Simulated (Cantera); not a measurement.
## c-C₄F₈ + H₂ (fluorocarbon and chlorocarbon gases)

Charge: 1 mol c-C₄F₈, 0.34 mol H₂, equilibrated at 79.0 Pa.

These are equilibrium values from Cantera (NASA tables, ideal gas, pure condensed phases), not measurements of a reactor. Candidate condensed phases: C, C₆H₆, C₇H₈, C₈H₁₈; 95 gas species. The feed counts by its element totals alone. Kinetics and transport are ignored.

From 2600 K to 2825 K the condensed part is C(graphite). From 2900 K to 3050 K nothing is condensed. The main C-bearing gas is CF at 2600 K and C₃ at 3050 K.

```
T (K)  log p F  log p C₃  log p HF  log p CF  log p C  log p CF₂  log p H  log p C₂  n C(graphite)
-----  -------  --------  --------  --------  -------  ---------  -------  --------  -------------
2600     -3.18     -5.65     -4.16     -4.54    -6.20      -4.59    -6.39     -6.68           3.39
2675     -3.18     -5.20     -4.17     -4.45    -5.80      -4.80    -6.06     -6.22           3.26
2750     -3.19     -4.77     -4.19     -4.37    -5.42      -5.01    -5.76     -5.79           2.86
2825     -3.21     -4.37     -4.23     -4.31    -5.06      -5.24    -5.47     -5.38           1.80
2900     -3.24     -4.09     -4.29     -4.31    -4.76      -5.52    -5.21     -5.05              0
2975     -3.24     -4.11     -4.34     -4.36    -4.56      -5.81    -4.99     -4.94              0
3050     -3.24     -4.15     -4.41     -4.43    -4.38      -6.10    -4.80     -4.85              0
```
log p: log10 of the partial pressure in bar; n: condensed amount in mol.
